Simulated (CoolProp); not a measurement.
A Linde-Hampson liquefier for normal hydrogen: isothermal reversible compression at 280 K from 1 atm to 15 MPa, throttling to 1 atm, return gas leaving the recuperator 10 K below the feed. Each further row changes one setting.

Model: reference Helmholtz-energy equation of state, Leachman 2009, in CoolProp.

```csv
case,compression work (kJ/kg of gas)
as stated,5880
high pressure 30 MPa,6790
warm-end temperature 310 K,6500
warm-end gap 15 K,5880
```
